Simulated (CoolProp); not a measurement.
A single-stage vapour-compression cycle with n-butane: evaporating at 246.15 K (dew point), condensing at 314.15 K (bubble point), superheat 0 K, subcooling 2 K, compressor efficiency 0.6, no pressure losses. Each further row changes one setting.

Model: reference Helmholtz-energy equation of state, Bücker 2006, in CoolProp.

| case | cooling COP | pressure ratio | discharge temperature (K) | refrigerating effect (kJ/kg) | volumetric capacity (kJ/m³) |
|---|---|---|---|---|---|
| as stated | 1.62 | 11.9 | 344.6 | 253 | 239 |
| evaporating temperature 251.15 K | 1.83 | (withheld) | 341.0 | (withheld) | (withheld) |
| condensing temperature 309.15 K | 1.81 | (withheld) | (withheld) | 265 | 251 |
| subcooling 7 K | (withheld) | 11.9 | 344.6 | 265 | 251 |
| superheat 10 K | 1.65 | 11.9 | (withheld) | 268 | 243 |
| compressor efficiency 0.5 | 1.35 | 11.9 | 360.1 | 253 | 239 |

**Question.** What belongs in the gaps?

**Answer.** 
- evaporating temperature 251.15 K, pressure ratio: 9.43
- evaporating temperature 251.15 K, refrigerating effect (kJ/kg): 260
- evaporating temperature 251.15 K, volumetric capacity (kJ/m³): 305
- condensing temperature 309.15 K, pressure ratio: 10.4
- condensing temperature 309.15 K, discharge temperature (K): 339.0
- subcooling 7 K, cooling COP: 1.70
- superheat 10 K, discharge temperature (K): 355.5
